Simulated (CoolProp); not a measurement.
Vapour-liquid equilibrium of cyclohexane (1) + ethylbenzene (2) at 316.7 K; x and y are mole fractions of (1).

Computed with CoolProp (multi-fluid Helmholtz-energy mixture model, Zhou 2014 and Zhou 2012; pair parameters Bell 2016).

```json
[
 {"x": "0.05", "bubble pressure (kPa)": "5.065", "y at the bubble point": "0.354", "dew pressure at overall composition x (kPa)": "3.599", "liquid density (mol/L)": "8.017"},
 {"x": "0.2", "bubble pressure (kPa)": "9.753", "y at the bubble point": "0.715", "dew pressure at overall composition x (kPa)": "4.198", "liquid density (mol/L)": "8.157"},
 {"x": "0.35", "bubble pressure (kPa)": "13.96", "y at the bubble point": "0.834", "dew pressure at overall composition x (kPa)": "5.035", "liquid density (mol/L)": "8.300"},
 {"x": "0.5", "bubble pressure (kPa)": "17.63", "y at the bubble point": "0.895", "dew pressure at overall composition x (kPa)": "6.288", "liquid density (mol/L)": "8.447"},
 {"x": "0.65", "bubble pressure (kPa)": "20.91", "y at the bubble point": "0.933", "dew pressure at overall composition x (kPa)": "8.364", "liquid density (mol/L)": "8.599"},
 {"x": "0.8", "bubble pressure (kPa)": "24.02", "y at the bubble point": "0.963", "dew pressure at overall composition x (kPa)": "12.43", "liquid density (mol/L)": "8.759"},
 {"x": "0.95", "bubble pressure (kPa)": "27.22", "y at the bubble point": "0.991", "dew pressure at overall composition x (kPa)": "22.62", "liquid density (mol/L)": "8.927"}
]
```

No azeotrope shows between x = 0.05 and 0.95.

Pair parameters are fitted to limited data, so mixtures are less certain than the pure fluids.
